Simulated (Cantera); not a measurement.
Cantera with NASA thermochemical tables; ideal gases at 1 bar, condensed phases pure. Values are per mole of reaction as written; species without (g) are pure solids or liquids, kept so even where they would boil at 1 bar.

6 TiO(g) + O3(g) = 3 Ti2O3

```json
[
 {"T (K)": "1050", "ΔH° (kJ)": "-4924.3", "ΔS° (J/K)": "-1239.2", "ΔG° (kJ)": "-3623.2", "log10 K": "180.24"},
 {"T (K)": "1100", "ΔH° (kJ)": "___", "ΔS° (J/K)": "___", "ΔG° (kJ)": "___", "log10 K": "___"},
 {"T (K)": "1150", "ΔH° (kJ)": "-4908.4", "ΔS° (J/K)": "-1224.7", "ΔG° (kJ)": "-3500.0", "log10 K": "158.97"},
 {"T (K)": "1200", "ΔH° (kJ)": "-4900.3", "ΔS° (J/K)": "-1217.8", "ΔG° (kJ)": "-3438.9", "log10 K": "149.69"},
 {"T (K)": "1250", "ΔH° (kJ)": "-4892.2", "ΔS° (J/K)": "-1211.2", "ΔG° (kJ)": "-3378.2", "log10 K": "141.16"},
 {"T (K)": "1300", "ΔH° (kJ)": "___", "ΔS° (J/K)": "___", "ΔG° (kJ)": "___", "log10 K": "___"},
 {"T (K)": "1350", "ΔH° (kJ)": "-4876.0", "ΔS° (J/K)": "-1198.7", "ΔG° (kJ)": "-3257.7", "log10 K": "126.05"}
]
```

Q: Some entries are withheld; supply them.

A: 
- 1100, ΔH° (kJ): -4916.4
- 1100, ΔS° (J/K): -1231.8
- 1100, ΔG° (kJ): -3561.4
- 1100, log10 K: 169.11
- 1300, ΔH° (kJ): -4884.1
- 1300, ΔS° (J/K): -1204.9
- 1300, ΔG° (kJ): -3317.8
- 1300, log10 K: 133.31
